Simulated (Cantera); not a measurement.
Charge: 1 mol BN, 7.6 mol H2O, 46 mol N2, held at 1973 K and 0.0100 bar.

Method: chemical equilibrium by Gibbs-energy minimisation in Cantera with the NASA 1993 tables (ideal gas, pure condensed phases). Candidate condensed phases: B, BN, B2O3, B3O3H3, H2O; 39 gas species. Equilibrium is a limit: real reactors are often held back by kinetics, nucleation or transport.

### Question
What is the equilibrium state?

### Answer
```
Quantity                                  Value
------------------------------------  ---------
x(N2)                                     0.850
x(H2O)                                    0.102
x(H2)                                    0.0271
x(HBO2)                                  0.0175
x(H)                                    0.00222
x(OH)                                  0.000791
x(B2O3)                                0.000300
x(BO2)                                 0.000164
x(NO)                                  0.000142
gas amount                            54.70 mol
log10 activity of B(s) (absent)           -8.20
log10 activity of B3O3H3(s) (absent)     -23.68
```
